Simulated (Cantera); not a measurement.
Source: NASA polynomial tables (part measured, part estimated), evaluated in Cantera. Values are per mole of reaction as written; species without (g) are pure solids or liquids, kept so even where they would boil at 1 bar.

3 NbO2 + 4 NH3(g) = 6 H2O(g) + 2 N2(g) + 3 Nb

```tsv
T (K)	ΔH° (kJ)	ΔS° (J/K)	ΔG° (kJ)	log10 K	condensed phases
300	1117.7	691.1	910.4	-158.51	NbO2(s), Nb(s)
2050	1001.7	588.5	-204.7	5.22	NbO2(s), Nb(s)
2100	999.1	587.2	-234.1	5.82	NbO2(s), Nb(s)
2150	996.5	586.0	-263.5	6.40	NbO2(s), Nb(s)
2200	(withheld)	(withheld)	(withheld)	(withheld)	NbO2(l), Nb(s)
2250	(withheld)	(withheld)	(withheld)	(withheld)	NbO2(l), Nb(s)
2300	709.0	454.0	-335.1	7.61	NbO2(l), Nb(s)
```

Task: Some entries are withheld; supply them.

Result: 
- 2200, ΔH° (kJ): 717.1
- 2200, ΔS° (J/K): 457.5
- 2200, ΔG° (kJ): -289.6
- 2200, log10 K: 6.87
- 2250, ΔH° (kJ): 713.0
- 2250, ΔS° (J/K): 455.7
- 2250, ΔG° (kJ): -312.4
- 2250, log10 K: 7.25
